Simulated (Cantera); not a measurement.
A freely propagating, adiabatic, planar premixed flame of CH₄ : O₂ : N₂ = 1 : 2.15 : 8.09 (molar parts), equivalence ratio 0.93, unburnt at 300 K and 2.07 atm; mixture-averaged transport, grid criteria slope 0.08 and curve 0.16, no radiation.

Detailed kinetics in Cantera: GRI-Mech 3.0 (53 species, 325 reactions). Burning velocities carry a grid error of a few per cent, more on coarse grids.

Problem. How do the results move with these cheaper or finer settings: unity-Lewis-number transport; multicomponent transport; multicomponent+Soret transport; grid criteria slope 0.5, curve 1; grid criteria slope 0.25, curve 0.5; grid criteria slope 0.03, curve 0.06?

Solution. 
```
setting                               laminar burning velocity  thermal thickness  peak x(C₂H₄)  peak x(H)  grid points
------------------------------------  ------------------------  -----------------  ------------  ---------  -----------
as above                                             26.8 cm/s           0.275 mm      0.000434    0.00299          145
unity-Lewis-number transport                         22.9 cm/s           0.290 mm      0.000333    0.00399          139
multicomponent transport                             27.1 cm/s           0.279 mm      0.000447    0.00303          146
multicomponent+Soret transport                       26.5 cm/s           0.281 mm      0.000434    0.00296          146
grid criteria slope 0.5, curve 1                     29.0 cm/s           0.297 mm      0.000436    0.00307           35
grid criteria slope 0.25, curve 0.5                  27.8 cm/s           0.283 mm      0.000433    0.00303           56
grid criteria slope 0.03, curve 0.06                 26.4 cm/s           0.274 mm      0.000438    0.00297          343
```
The base run took around 9 core-seconds (rough).
Unity Lewis numbers drop preferential diffusion, which matters most where H2 and H carry the flame; Soret adds thermal diffusion.
